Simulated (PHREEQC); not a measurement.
# Copper plating or etch bath

Solution (20 °C): 5.2 mmol/kgw CuSO4 and 36 mmol/kgw HCl. Closed to the air; pH follows from the charge balance.

Equilibrium calculation in PHREEQC: ion-association model, wateq4f.dat.

Precipitation was switched off in this run.

### Question
Predict the pH, ionic strength.

### Answer
pH 1.55; ionic strength 0.0492 mol/kgw.

### Question
In which forms is S present?

### Answer
HSO4- 54 %, SO4-2 38 %, CuSO4 7.8 % of the S.

Species that the database lacks are ignored.
